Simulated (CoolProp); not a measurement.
n-heptane along the isotherm 163.45 °C: fugacity coefficient from the reference equation and from simpler models built on Tc = 268.1 °C, pc = 27.74 bar, ω = 0.349; each cubic takes its own stable root.

Model: reference Helmholtz-energy equation of state, Span 2003, in CoolProp. It is a short technical equation, of lower accuracy than the large ones.

| p (bar) | phase | reference |
|---|---|---|
| 23.1 | liquid | 0.2030 |
| 46.2 | liquid | 0.1139 |
| 69.3 | liquid | 0.08503 |
| 92.5 | liquid | 0.07130 |
| 116 | liquid | 0.06366 |
| 139 | liquid | 0.05928 |
| 162 | liquid | 0.05670 |
| 185 | liquid | 0.05531 |
| 208 | liquid | 0.05476 |
| 231 | liquid | 0.05485 |
| 254 | liquid | 0.05545 |
| 277 | liquid | 0.05649 |

How far does each simpler model (van der Waals, Peng-Robinson) lie from the reference over these 12 states: mean and median of the absolute difference, and the worst?


- van der Waals: mean 204.4 %, median 201.3 %, worst +309.1 % at 163.45 °C and 277 bar
- Peng-Robinson: mean 0.8 %, median 0.5 %, worst -2.0 % at 163.45 °C and 277 bar
